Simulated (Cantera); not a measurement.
An isothermal, constant-pressure homogeneous reactor starts with CH4 : H2 = 1 : 1.9 (molar parts), at 1398 K and 1.01 bar. Integrator tolerance rtol = 1e-08.

Computed with Cantera and GRI-Mech 3.0 (53 species, 325 reactions). GRI-Mech 3.0 stops at C3 and has no aromatics, soot or wall deposition, so with more carbon than oxygen in the feed, carbon stays in small species such as C2H2 where larger ones or solid carbon would form.

### Question
What does this change do: pressure from 1.01 bar to 100.0 Torr?

### Answer
```json
[
 {"quantity": "x(CH4) at 2.00 s", "before": "0.296 (gas-phase equilibrium 0.252)", "after": "0.327 (gas-phase equilibrium 0.0820)"},
 {"quantity": "x(H2) at 2.00 s", "before": "0.685 (gas-phase equilibrium 0.712)", "after": "0.666 (gas-phase equilibrium 0.819)"},
 {"quantity": "x(C2H2) at 2.00 s", "before": "0.0118 (gas-phase equilibrium 0.0225)", "after": "0.00545 (gas-phase equilibrium 0.0904)"},
 {"quantity": "x(C2H) at 2.00 s", "before": "5.19e-11 (gas-phase equilibrium 1.21e-10)", "after": "4.47e-11 (gas-phase equilibrium 1.24e-9)"},
 {"quantity": "x(CH3) at 2.00 s", "before": "2.73e-5 (gas-phase equilibrium 2.82e-5)", "after": "5.61e-5 (gas-phase equilibrium 2.36e-5)"}
]
```

### Question
What does this change do: temperature 1398 to 1575 K?

### Answer
| quantity | before | after |
|---|---|---|
| x(CH4) at 2.00 s | 0.296 (gas-phase equilibrium 0.252) | 0.0866 (gas-phase equilibrium 0.0865) |
| x(H2) at 2.00 s | 0.685 (gas-phase equilibrium 0.712) | 0.816 (gas-phase equilibrium 0.816) |
| x(C2H2) at 2.00 s | 0.0118 (gas-phase equilibrium 0.0225) | 0.0873 (gas-phase equilibrium 0.0873) |
| x(C2H) at 2.00 s | 5.19e-11 (gas-phase equilibrium 1.21e-10) | 1.17e-8 (gas-phase equilibrium 1.17e-8) |
| x(CH3) at 2.00 s | 2.73e-5 (gas-phase equilibrium 2.82e-5) | 8.09e-5 (gas-phase equilibrium 8.08e-5) |

### Question
What does this change do: H2 1.9 to 0.25 parts?

### Answer
| quantity | before | after |
|---|---|---|
| x(CH4) at 2.00 s | 0.296 (gas-phase equilibrium 0.252) | 0.548 (gas-phase equilibrium 0.332) |
| x(H2) at 2.00 s | 0.685 (gas-phase equilibrium 0.712) | 0.378 (gas-phase equilibrium 0.528) |
| x(C2H2) at 2.00 s | 0.0118 (gas-phase equilibrium 0.0225) | 0.0543 (gas-phase equilibrium 0.0960) |
| x(C2H) at 2.00 s | 5.19e-11 (gas-phase equilibrium 1.21e-10) | 2.26e-10 (gas-phase equilibrium 5.97e-10) |
| x(CH3) at 2.00 s | 2.73e-5 (gas-phase equilibrium 2.82e-5) | 4.77e-5 (gas-phase equilibrium 4.33e-5) |
